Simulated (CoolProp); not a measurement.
Vapour-liquid equilibrium of CHF3 (R23) (1) + R113 (2) at 269.5 K; x and y are mole fractions of (1).

Values from CoolProp's multi-fluid Helmholtz-energy mixture model, Penoncello 2003 and Marx 1992; pair parameters Bell 2016.

Task: Give the bubble pressure and the first vapour's composition at x = 0.55, 0.65, 0.85. Is there an azeotrope?

Result: x = 0.55: 1.596 MPa, y = 0.990; x = 0.65: 1.684 MPa, y = 0.991; x = 0.85: 1.900 MPa, y = 0.993. No azeotrope shows between x = 0.05 and 0.95.

The pair parameters rest on a limited set of measurements; away from them the model extrapolates. The gap from Raoult's law changes sign with composition, which may be real or a fault of the pair parameters; it wasn't checked against measurements. With so large a gap from Raoult's law the liquid may split in two, which this calculation doesn't test in full.
